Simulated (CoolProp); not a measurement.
500 sccm (0 °C, 1 atm) of nitrogen bubbles through liquid methanol at 278.4 K and leaves saturated at a total pressure of 0.031 MPa (ideal gas phase). Each further row changes one setting.

Model: reference Helmholtz-energy equation of state, de Reuck 1993, in CoolProp.

```tsv
case	vapour pressure (kPa)	mole fraction of vapour	delivery (mg/min)	delivery (sccm)	change of delivery for a bath 1 K warmer (%)
as stated	5.61	0.181	[?]	[?]	[?]
bath temperature 283.4 K	[?]	[?]	[?]	161	8.0
total pressure 0.062 MPa	5.61	0.0905	71.1	49.7	[?]
```

### Question
Complete the blanks.

### Answer

- as stated, delivery (mg/min): 158
- as stated, delivery (sccm): 110
- as stated, change of delivery for a bath 1 K warmer (%): 7.7
- bath temperature 283.4 K, vapour pressure (kPa): 7.55
- bath temperature 283.4 K, mole fraction of vapour: 0.243
- bath temperature 283.4 K, delivery (mg/min): 230
- total pressure 0.062 MPa, change of delivery for a bath 1 K warmer (%): 6.9
